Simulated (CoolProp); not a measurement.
Saturation properties of R125 (Tc = 66.0 °C, pc = 3.618 MPa, ω = 0.305).

The numbers come from the reference Helmholtz-energy equation of state, Lemmon 2005 in CoolProp.

| T (°C) | p (MPa) | vapour density (kg/m³) | liquid cp (kJ/(kg K)) | liquid viscosity (µPa s) | vapour viscosity (µPa s) |
|---|---|---|---|---|---|
| -11.65 | 0.4558 | 28.62 | 1.210 | 240 | 11.3 |
| -7.85 | 0.5191 | 32.54 | 1.224 | 228 | 11.5 |
| -4.05 | 0.5888 | 36.90 | 1.238 | 216 | 11.7 |
| -0.25 | 0.6652 | 41.73 | 1.254 | 204 | 11.9 |
| 3.55 | 0.7489 | 47.09 | 1.271 | 194 | 12.1 |
| 7.35 | 0.8403 | 53.04 | 1.289 | 183 | 12.3 |
| 11.15 | 0.9397 | 59.63 | 1.309 | 174 | 12.5 |
| 14.95 | 1.048 | 66.95 | 1.332 | 164 | 12.8 |
| 18.75 | 1.165 | 75.09 | 1.357 | 155 | 13.0 |
| 22.55 | 1.291 | 84.16 | 1.386 | 146 | 13.3 |
| 26.35 | 1.428 | 94.29 | 1.420 | 138 | 13.6 |
| 30.15 | 1.575 | 105.6 | 1.459 | 130 | 13.9 |
| 33.95 | 1.733 | 118.4 | 1.506 | 122 | 14.3 |
| 37.75 | 1.902 | 133.0 | 1.564 | 114 | 14.7 |

It boils at -48.1 °C under 1 atm.

Viscosity comes from a separate model (Huber 2006).
